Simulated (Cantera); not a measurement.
A closed system holds: 1 mol Si2H6, 18 mol O2, 27 mol H2, at 1175 °C and 0.650 bar.

These are equilibrium values from Cantera (NASA tables, ideal gas, pure condensed phases), not measurements of a reactor. Candidate condensed phases: H2O, Si, SiO2; 18 gas species. The feed counts by its element totals alone. The tables hold silica as quartz up to 1696 K and as liquid above; real silica turns to tridymite and cristobalite and melts near 1996 K. Gases not in the tables: Si(OH)4. Rates play no part.

Base state: H2O 0.968, O2 0.0322, OH 0.000106 (mole fractions); condensed: SiO2(β-quartz).

Problem. What changes in the equilibrium state with this change: Si2H6 replaced by TEOS?

Solution. 
```
species                before    after
-------------------  --------  -------
H2O                     0.968    0.578
H2                    6.17e-6    0.244
CO                          0   0.0890
CO2                         0   0.0888
O2                     0.0322    <1e-9
OH                   0.000106  3.19e-7
SiO2(β-quartz), mol      2.00     1.00
```
Further candidate phases: C, C6H6, C7H8, C8H18, SiC.
